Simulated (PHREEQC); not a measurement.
A column of 0.1 m (30 cells, dispersivity 0.0035 m, 300 s a shift, diffusion coefficient 3e-10 m²/s) holds 0.27 eq of the database's cation exchanger X per kg of pore water, first in equilibrium with 0.00033 mol/kgw MgCl2 and 1e-05 mol/kgw HCl. It is flushed with 0.00034 mol SrCl2, 0.094 mol NaCl, 0.00065 mol CdCl2 and 1e-05 mol HCl per kg of water, at 40 °C. Values are for the last cell. CO2 from the air is kept out. Precipitation was switched off in this run.

Model: ion-association model, phreeqc.dat, run in PHREEQC.

| pore volumes | Na in solution (mol/kgw) | Cd in solution (mol/kgw) | Sr in solution (mol/kgw) | Cl in solution (mol/kgw) |
|---|---|---|---|---|
| 0 | 0 | 0 | 0 | 0.000670 |
| 0.55 | (withheld) | 0 | 0 | 0.00209 |
| 1.083 | 0.00492 | 5.46e-7 | 0 | (withheld) |
| 1.35 | 0.0184 | (withheld) | 0 | 0.0862 |
| 1.883 | (withheld) | 6.45e-5 | 4.48e-13 | 0.0955 |
| 2.417 | (withheld) | 0.000101 | 4.71e-12 | 0.0960 |
| 2.95 | 0.0690 | 0.000128 | 1.94e-11 | 0.0960 |
| 3.217 | (withheld) | 0.000139 | 3.32e-11 | 0.0960 |
| 3.75 | 0.0763 | (withheld) | 8.01e-11 | 0.0960 |
| 4.283 | 0.0792 | 0.000181 | 1.62e-10 | 0.0960 |
| 4.817 | 0.0814 | 0.000200 | 2.94e-10 | 0.0960 |
| 5.083 | 0.0823 | 0.000210 | 3.82e-10 | 0.0960 |
| 5.617 | 0.0837 | 0.000228 | 6.18e-10 | 0.0960 |
| 6.15 | 0.0849 | 0.000246 | 9.46e-10 | 0.0960 |
| 6.683 | 0.0858 | 0.000263 | 1.39e-9 | 0.0960 |
| 6.95 | 0.0862 | 0.000271 | 1.66e-9 | 0.0960 |
| 7.483 | 0.0869 | 0.000287 | 2.32e-9 | 0.0960 |
| 8.017 | 0.0876 | 0.000302 | 3.17e-9 | 0.0960 |

Problem. Complete the blanks.

Solution. 
- 0.55, Na in solution (mol/kgw): 9.80e-11
- 1.083, Cl in solution (mol/kgw): 0.0644
- 1.35, Cd in solution (mol/kgw): 1.30e-5
- 1.883, Na in solution (mol/kgw): 0.0452
- 2.417, Na in solution (mol/kgw): 0.0604
- 3.217, Na in solution (mol/kgw): 0.0720
- 3.75, Cd in solution (mol/kgw): 0.000161

Complexes and solids missing from the database can't appear. At this temperature some constants are extrapolated from 25 °C, and those without enthalpy data are left unchanged.
